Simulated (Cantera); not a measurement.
An isothermal, constant-pressure homogeneous reactor starts with CH4 : H2O = 1 : 2.5 (molar parts), at 1250 K and 435 Torr.

Cantera simulation using GRI-Mech 3.0 (53 species, 325 reactions); the numbers are that mechanism's predictions, not measurements.

Question: Predict: x(CH4) at 60.0 s; x(H2O) at 60.0 s; x(CH2CO) at 60.0 s; x(C2H6) at 60.0 s; x(CO) at 60.0 s.

Answer: 
```
Property                                              Result
------------------  ----------------------------------------
x(CH4) at 60.0 s       0.237 (gas-phase equilibrium 6.59e-6)
x(H2O) at 60.0 s         0.687 (gas-phase equilibrium 0.235)
x(CH2CO) at 60.0 s  7.39e-6 (gas-phase equilibrium 2.78e-12)
x(C2H6) at 60.0 s    0.000116 (gas-phase equilibrium <1e-12)
x(CO) at 60.0 s       0.000848 (gas-phase equilibrium 0.145)
```
